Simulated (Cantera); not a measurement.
An adiabatic, constant-pressure homogeneous reactor starts with 16.4 % CH₄, 6.21 % H₂, 16.3 % O₂, 61.2 % N₂, equivalence ratio 2.2, at 1448 K and 1.00 bar.

Detailed kinetics in Cantera: GRI-Mech 3.0 (53 species, 325 reactions).

x: mole fraction; the columns are a selection and need not sum to one.

```csv
t (s),T (K),x CH₄,x H₂,x O₂,x CH₂,x H₂O₂,x C₂H,x HCN
1.00e-6,1448,0.164,0.0621,0.163,<1e-12,4.44e-10,<1e-12,<1e-12
4.27e-6,1448,0.164,0.0621,0.163,<1e-12,7.12e-9,<1e-12,<1e-12
1.82e-5,1448,0.164,0.0621,0.163,<1e-12,8.04e-8,<1e-12,<1e-12
7.77e-5,1448,0.163,0.0621,0.163,1.36e-10,3.93e-7,<1e-12,<1e-12
0.000331,1468,0.159,0.0614,0.160,3.12e-8,2.72e-6,1.28e-12,3.98e-12
0.00141,2427,?,0.204,?,?,?,?,?
0.00603,2416,4.19e-11,0.204,5.71e-6,1.80e-12,1.74e-9,<1e-12,3.66e-7
0.0257,2417,3.95e-11,0.204,5.77e-6,1.70e-12,1.75e-9,<1e-12,?
0.110,2417,3.92e-11,0.204,5.78e-6,1.69e-12,1.75e-9,<1e-12,1.43e-7
0.469,2417,3.92e-11,0.204,5.78e-6,1.69e-12,1.75e-9,<1e-12,1.43e-7
2.00,2417,3.92e-11,0.204,5.78e-6,1.69e-12,1.75e-9,<1e-12,1.43e-7
```

**Question.** Fill in the missing entries.

**Answer.** 
- 0.00141, x CH₄: 4.10e-5
- 0.00141, x O₂: 3.69e-6
- 0.00141, x CH₂: 1.06e-6
- 0.00141, x H₂O₂: 1.19e-9
- 0.00141, x C₂H: 1.65e-7
- 0.00141, x HCN: 0.000112
- 0.0257, x HCN: 1.81e-7
